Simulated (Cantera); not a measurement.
A freely propagating, adiabatic, planar premixed flame of C3H8 : O2 : N2 : H2 = 1 : 5.15 : 19.4 : 1.8 (molar parts), equivalence ratio 1.1, unburnt at 325 K and 1000000 Pa; mixture-averaged transport, grid criteria slope 0.08 and curve 0.16, no radiation.

Detailed kinetics in Cantera: GRI-Mech 3.0 (53 species, 325 reactions). GRI-Mech 3.0 was tuned for natural gas; its chemistry of propane as a main component is partial and can be far from experiment. Burning velocities carry a grid error of a few per cent, more on coarse grids.

Predict: laminar burning velocity; thermal thickness; peak x(CH2CO); peak x(HCO); peak x(C2H2).


```json
{
 "laminar_burning_velocity": "36.9 cm/s",
 "thermal_thickness": "0.0477 mm",
 "peak x(CH2CO)": "0.00134",
 "peak x(HCO)": "3.42e-5",
 "peak x(C2H2)": "0.00145"
}
```
